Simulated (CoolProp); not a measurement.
A single-stage vapour-compression cycle with cyclopentane: evaporating at 324.15 K (dew point), condensing at 382.15 K (bubble point), superheat 10 K, subcooling 0 K, compressor efficiency 0.6, no pressure losses. Each further row changes one setting.

Computed with CoolProp (reference Helmholtz-energy equation of state, Gedanitz 2015).

```tsv
case	cooling COP	pressure ratio	discharge temperature (K)	refrigerating effect (kJ/kg)	volumetric capacity (kJ/m³)
as stated	2.69	4.78	407.3	279	783
evaporating temperature 329.15 K	3.06	4.07	405.1	286	929
condensing temperature 377.15 K	3.03	4.26	402.1	291	814
subcooling 5 K	2.80	4.78	407.3	291	814
superheat 20 K	2.74	4.78	416.9	294	796
compressor efficiency 0.5	2.24	4.78	418.6	279	783
```
